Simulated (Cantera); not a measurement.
**Stirred combustor or abatement burner**

A perfectly stirred reactor is fed with 22.9 % H2, 16.2 % O2, 60.8 % N2, 0.108 % NO, at 19.0 bar; it is adiabatic with a 575 K inlet, and is followed from long to short residence time, starting on the burning branch (τ in s: 0.066, 0.023, 0.0078, 0.0027, 0.00093, 0.00032, 0.00011, 3.8e-05, 1.3e-05, 4.6e-06).

Model: GRI-Mech 3.0 (53 species, 325 reactions), integrated in Cantera. The hydrogen kinetics of GRI-Mech 3.0 are dated; newer H2 mechanisms differ, most at raised pressure. The pressure lies above the range GRI-Mech 3.0 was tuned for (to about 10 atm). The mechanism lacks 2 NO + O2 → 2 NO2 and HONO, so NO2 and the effect of NO are under-described below about 1400 K.

```
τ (s)    T (K)      x H2    x O2     x NO   x N2     x OH       x H       x O
-------  -----  --------  ------  -------  -----  -------  --------  --------
0.066     2252  0.000418  0.0502  0.00491  0.684  0.00329   3.56e-5  0.000193
0.023     2254  0.000430  0.0509  0.00360  0.685  0.00335   3.69e-5  0.000199
0.0078    2256  0.000456  0.0515  0.00237  0.685  0.00342   3.95e-5  0.000208
0.0027    2257  0.000521  0.0518  0.00170  0.686  0.00353   4.53e-5  0.000222
0.00093   2255  0.000691  0.0520  0.00142  0.686  0.00376   6.14e-5  0.000256
0.00032   2250   0.00111  0.0520  0.00131  0.685  0.00427  0.000107  0.000340
0.00011   2238   0.00202  0.0522  0.00127  0.685  0.00522  0.000233  0.000535
3.8e-5    2216   0.00384  0.0525  0.00125  0.684  0.00661  0.000570  0.000930
1.3e-5    2175   0.00734  0.0535  0.00123  0.682  0.00830   0.00143   0.00167
4.6e-6    2105    0.0135  0.0558  0.00122  0.678  0.00978   0.00333   0.00283
```
x: mole fraction; the columns are a selection and need not sum to one.
